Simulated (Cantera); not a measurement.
Input (Python, Cantera) and output of one run.

```python
import numpy as np
import cantera as ct

gas_names = """
    N NO NO2 NO3 N2 N2O O O2 O3 Pb PbO Pb2
""".split()
cond_names = """
    Pb(cr) Pb(L) PbO(rd) PbO(yw) PbO(L) PbO2(s) Pb3O4(s)
""".split()


# ... load() reads the species with a 1 bar reference pressure and builds the phases ...
atoms = {
    'PbO': {'Pb': 1, 'O': 1},
    'O2': {'O': 2},
    'N2': {'N': 2},
}
top_T = {'Pb3O4(s)': 820}  # K; cautious upper limits of use, not melting points


# ... equilibrate(T, P, feed) seeds the gas with the atoms and calls Mixture.equilibrate('TP', solver="vcs", rtol=1e-11, max_steps=5000) ...
results = []
feed = {'PbO': 1, 'O2': 1.7, 'N2': 0.12}  # mol
P = 100000  # Pa
for T in [548, 623, 698, 773, 848, 923, 998, 1073, 1148, 1223, 1298, 1373, 1448, 1523]:
    mix = equilibrate(T, P, feed)
    results.append((T, P, feed, dict(zip(mix.species_names, mix.species_moles))))
    x = sorted(zip(gas.X, gas.species_names), reverse=True)
    print(f"T = {T:g} K  P = {P:g} Pa  gas = {mix.phase_moles(0):.4g} mol")
    print("   x: " + "  ".join(f"{s} {v:.3e}" for v, s in x if v > 1e-06))
    print("   condensed (mol): " + ("  ".join(f"{mix.phase(i).name} {mix.phase_moles(i):.4g}"
          for i in range(1, mix.n_phases) if mix.phase_moles(i) > 1e-12) or "none"))
```

Output:

```
T = 548 K  P = 100000 Pa  gas = 1.653 mol
   x: O2 9.274e-01  N2 7.258e-02
   condensed (mol): Pb3O4(s) 0.3333
T = 623 K  P = 100000 Pa  gas = 1.653 mol
   x: O2 9.274e-01  N2 7.258e-02
   condensed (mol): Pb3O4(s) 0.3333
T = 698 K  P = 100000 Pa  gas = 1.82 mol
   x: O2 9.341e-01  N2 6.593e-02
   condensed (mol): PbO(rd) 1
T = 773 K  P = 100000 Pa  gas = 1.82 mol
   x: O2 9.341e-01  N2 6.593e-02
   condensed (mol): PbO(yw) 1
T = 848 K  P = 100000 Pa  gas = 1.82 mol
   x: O2 9.341e-01  N2 6.593e-02  NO 2.660e-06  NO2 1.059e-06
   condensed (mol): PbO(yw) 1
T = 923 K  P = 100000 Pa  gas = 1.82 mol
   x: O2 9.341e-01  N2 6.593e-02  NO 7.627e-06  NO2 1.554e-06
   condensed (mol): PbO(yw) 1
T = 998 K  P = 100000 Pa  gas = 1.82 mol
   x: O2 9.341e-01  N2 6.592e-02  NO 1.867e-05  NO2 2.155e-06
   condensed (mol): PbO(yw) 1
T = 1073 K  P = 100000 Pa  gas = 1.82 mol
   x: O2 9.340e-01  N2 6.591e-02  NO 4.032e-05  PbO 2.909e-06  NO2 2.859e-06
   condensed (mol): PbO(yw) 1
T = 1148 K  P = 100000 Pa  gas = 1.82 mol
   x: O2 9.340e-01  N2 6.589e-02  NO 7.874e-05  PbO 2.166e-05  NO2 3.658e-06
   condensed (mol): PbO(yw) 1
T = 1223 K  P = 100000 Pa  gas = 1.82 mol
   x: O2 9.339e-01  N2 6.585e-02  NO 1.417e-04  PbO 1.085e-04  NO2 4.544e-06
   condensed (mol): PbO(L) 0.9998
T = 1298 K  P = 100000 Pa  gas = 1.821 mol
   x: O2 9.335e-01  N2 6.578e-02  PbO 4.359e-04  NO 2.380e-04  NO2 5.507e-06
   condensed (mol): PbO(L) 0.9992
T = 1373 K  P = 100000 Pa  gas = 1.823 mol
   x: O2 9.325e-01  N2 6.564e-02  PbO 1.489e-03  NO 3.776e-04  NO2 6.533e-06  Pb 2.987e-06
   condensed (mol): PbO(L) 0.9973
T = 1448 K  P = 100000 Pa  gas = 1.828 mol
   x: O2 9.296e-01  N2 6.535e-02  PbO 4.436e-03  NO 5.697e-04  Pb 1.581e-05  NO2 7.593e-06  O 1.881e-06
   condensed (mol): PbO(L) 0.9919
T = 1523 K  P = 100000 Pa  gas = 1.842 mol
   x: O2 9.226e-01  N2 6.474e-02  PbO 1.177e-02  NO 8.212e-04  Pb 7.066e-05  NO2 8.636e-06  O 5.299e-06
   condensed (mol): PbO(L) 0.9782
```

These are equilibrium values from Cantera (NASA tables, ideal gas, pure condensed phases), not measurements of a reactor. Gases not in the tables: (PbO)n polymers.
